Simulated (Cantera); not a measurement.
Equilibrium for silicon oxide and oxynitride deposition: HMDSO + O2 + H2

A closed system holds: 1 mol HMDSO, 1.2 mol O2, 6.7 mol H2, at 2050 K.

Equilibrium computed with Cantera from the NASA thermochemical tables; the gas is ideal and each condensed phase is pure. Candidate condensed phases: C, C6H6, C7H8, C8H18, H2O, Si, SiC, SiO2; 123 gas species. The feed counts by its element totals alone. Equilibrium is a limit: real reactors are often held back by kinetics, nucleation or transport.

At 5.00 Pa the condensed part is C(graphite). From 36.0 Pa to 1.00 bar the condensed part is C(graphite) + SiC(s). The main Si-bearing gas is Si at 5.00 Pa and SiO at 1.00 bar.

```
P (Pa)   x H2      x H   x CO      x Si    x SiC2  n C(graphite)  n SiC(s)
------  -----  -------  -----  --------  --------  -------------  --------
5       0.540    0.236  0.142    0.0749   0.00389           2.37         0
36      0.716    0.101  0.165    0.0141  0.000732          0.925      1.64
260     0.783   0.0394  0.172   0.00195  0.000101          0.676      1.92
1900    0.807   0.0148  0.175  0.000267   1.39e-5          0.643      1.96
14000   0.816  0.00548  0.176   3.62e-5   1.88e-6          0.637      1.96
100000  0.819  0.00205  0.176   5.07e-6   2.64e-7          0.632      1.96
```
x: gas mole fraction; n: condensed amount in mol.
